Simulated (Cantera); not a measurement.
Feed: 1 mol Fe, 0.56 mol O2, 1.3 mol CO, equilibrated at 13.3 mbar.

Cantera equilibrium calculation (NASA polynomials, part measured and part estimated; ideal gas, pure solids and liquids). Candidate condensed phases: C, Fe, Fe(CO)5, FeO, Fe2O3, Fe3O4; 15 gas species. Each liquid is taken as pure. Mutual solubility and eutectic melting of coexisting phases are not modelled. The tables' stoichiometric FeO is somewhat more stable than real wüstite, so its field is too wide. FeO: taken at fixed stoichiometry. Rates play no part.

x: gas mole fraction; n: condensed amount in mol.

| T (K) | x CO | x CO2 | x Fe | x FeO | x O | n Fe(γ) | n FeO(s) | n Fe(δ) | n FeO(l) | n Fe(l) |
|---|---|---|---|---|---|---|---|---|---|---|
| 1375 | 0.850 | 0.150 | 6.16e-7 | (withheld) | 5.31e-12 | 0.0744 | 0.926 | 0 | 0 | 0 |
| 1425 | 0.855 | 0.145 | 2.10e-6 | (withheld) | 2.65e-11 | 0.0687 | 0.931 | 0 | 0 | 0 |
| 1475 | 0.859 | 0.141 | 6.55e-6 | (withheld) | 1.18e-10 | 0.0635 | 0.937 | 0 | 0 | 0 |
| 1525 | 0.863 | 0.137 | 1.90e-5 | (withheld) | 4.79e-10 | 0.0586 | 0.941 | 0 | 0 | 0 |
| 1575 | 0.866 | 0.134 | 5.12e-5 | (withheld) | 1.77e-9 | 0.0540 | 0.946 | 0 | 0 | 0 |
| 1625 | 0.869 | 0.131 | 0.000130 | (withheld) | 6.04e-9 | 0.0496 | 0.950 | 0 | 0 | 0 |
| 1675 | 0.875 | 0.125 | 0.000311 | (withheld) | 1.87e-8 | 0 | 0 | 0.0417 | 0.958 | 0 |
| 1725 | 0.883 | 0.117 | 0.000707 | (withheld) | 5.27e-8 | 0 | 0 | 0.0310 | 0.968 | 0 |
| 1775 | 0.889 | 0.110 | 0.00153 | (withheld) | 1.40e-7 | 0 | 0 | 0.0207 | 0.977 | 0 |
| 1825 | 0.893 | 0.104 | 0.00314 | (withheld) | 3.56e-7 | 0 | 0 | 0 | 0.985 | 0.0113 |
| 1875 | 0.894 | 0.1000 | 0.00609 | (withheld) | 8.75e-7 | 0 | 0 | 0 | 0.989 | 0.00281 |

Q: Complete the blanks.

A: 
- 1375, x FeO: 4.97e-10
- 1425, x FeO: 2.30e-9
- 1475, x FeO: 9.55e-9
- 1525, x FeO: 3.60e-8
- 1575, x FeO: 1.25e-7
- 1625, x FeO: 3.98e-7
- 1675, x FeO: 1.15e-6
- 1725, x FeO: 3.04e-6
- 1775, x FeO: 7.59e-6
- 1825, x FeO: 1.80e-5
- 1875, x FeO: 4.05e-5
